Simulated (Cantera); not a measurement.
An adiabatic, constant-pressure homogeneous reactor starts with H2 : O2 : N2 : NO = 1 : 0.794 : 2.98 : 0.0072 (molar parts), at 998 K and 3.00 bar. Integrator tolerance rtol = 1e-08.

Cantera simulation using GRI-Mech 3.0 (53 species, 325 reactions); the numbers are that mechanism's predictions, not measurements. The hydrogen kinetics of GRI-Mech 3.0 are dated; newer H2 mechanisms differ, most at raised pressure. The mechanism lacks 2 NO + O2 → 2 NO2 and HONO, so NO2 and the effect of NO are under-described below about 1400 K.

Q: What does this change do: initial temperature 998 to 1775 K?

A: 
```tsv
quantity	before	after
time of steepest temperature rise	0.185 ms	2.21 µs
temperature at 0.100 s	2417 K	2857 K
equilibrium temperature	2417 K	2857 K
x(H2) at 0.100 s	0.00206 (gas-phase equilibrium 0.00206)	0.0132 (gas-phase equilibrium 0.0132)
x(O2) at 0.100 s	0.0623 (gas-phase equilibrium 0.0623)	0.0548 (gas-phase equilibrium 0.0548)
x(NO) at 0.100 s	0.0101 (gas-phase equilibrium 0.0101)	0.0188 (gas-phase equilibrium 0.0188)
x(N2O) at 0.100 s	9.07e-7 (gas-phase equilibrium 9.07e-7)	1.69e-6 (gas-phase equilibrium 1.69e-6)
x(OH) at 0.100 s	0.00932 (gas-phase equilibrium 0.00932)	0.0293 (gas-phase equilibrium 0.0293)
x(H) at 0.100 s	0.000454 (gas-phase equilibrium 0.000454)	0.00667 (gas-phase equilibrium 0.00667)
```

Q: What does this change do: initial temperature 998 to 1725 K?

A: 
| quantity | before | after |
|---|---|---|
| time of steepest temperature rise | 0.185 ms | 2.48 µs |
| temperature at 0.100 s | 2417 K | 2834 K |
| equilibrium temperature | 2417 K | 2834 K |
| x(H2) at 0.100 s | 0.00206 (gas-phase equilibrium 0.00206) | 0.0122 (gas-phase equilibrium 0.0122) |
| x(O2) at 0.100 s | 0.0623 (gas-phase equilibrium 0.0623) | 0.0552 (gas-phase equilibrium 0.0552) |
| x(NO) at 0.100 s | 0.0101 (gas-phase equilibrium 0.0101) | 0.0183 (gas-phase equilibrium 0.0183) |
| x(N2O) at 0.100 s | 9.07e-7 (gas-phase equilibrium 9.07e-7) | 1.65e-6 (gas-phase equilibrium 1.65e-6) |
| x(OH) at 0.100 s | 0.00932 (gas-phase equilibrium 0.00932) | 0.0279 (gas-phase equilibrium 0.0279) |
| x(H) at 0.100 s | 0.000454 (gas-phase equilibrium 0.000454) | 0.00593 (gas-phase equilibrium 0.00593) |
